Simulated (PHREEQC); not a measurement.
Consider water at 20 °C with 0.0051 mol Li2SO4 and 6e-05 mol Fe2(SO4)3 per kg of water. Closed to the air; pH follows from the charge balance.

Equilibrium calculation in PHREEQC: ion-association model, wateq4f.dat.

Q: The ionic strength comes out as 0.0155 mol/kgw. What activity coefficients do HSO4-, FeOH+2, Fe(SO4)2-, FeSO4+, Li+ get?

A: HSO4- 0.89, FeOH+2 0.62, Fe(SO4)2- 0.88, FeSO4+ 0.89, Li+ 0.89.

This is a speciation only: nothing precipitates in the calculation. Examples of supersaturated solids here: Fe(OH)3(a), Hematite (slow to form). Others may be too.
